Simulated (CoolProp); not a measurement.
Properties of tetrahydrofuran along the isotherm 299.5 K (Tc = 540.2 K, pc = 5.304 MPa, ω = 0.234).

The numbers come from the reference Helmholtz-energy equation of state, Fiedler 2023 in CoolProp.

| p (MPa) | phase | density (kg/m³) | cv (kJ/(kg K)) | isothermal compressibility (1/MPa) | fugacity coefficient |
|---|---|---|---|---|---|
| 0.0252 | liquid | 880.5 | 1.201 | 0.001012 | 0.9025 |
| 0.0407 | liquid | 880.5 | 1.201 | 0.001012 | 0.5591 |
| 0.0657 | liquid | 880.5 | 1.201 | 0.001012 | 0.3466 |
| 0.106 | liquid | 880.5 | 1.201 | 0.001011 | 0.2151 |
| 0.171 | liquid | 880.6 | 1.202 | 0.001011 | 0.1336 |
| 0.277 | liquid | 880.7 | 1.202 | 0.001010 | 0.08278 |
| 0.447 | liquid | 880.8 | 1.202 | 0.001008 | 0.05159 |
| 0.723 | liquid | 881.1 | 1.202 | 0.001005 | 0.03219 |
| 1.17 | liquid | 881.5 | 1.202 | 0.001000 | 0.02018 |
| 1.89 | liquid | 882.1 | 1.202 | 0.0009927 | 0.01279 |
| 3.05 | liquid | 883.1 | 1.203 | 0.0009810 | 0.008235 |
| 4.92 | liquid | 884.7 | 1.204 | 0.0009628 | 0.005428 |
| 7.96 | liquid | 887.3 | 1.205 | 0.0009347 | 0.003705 |
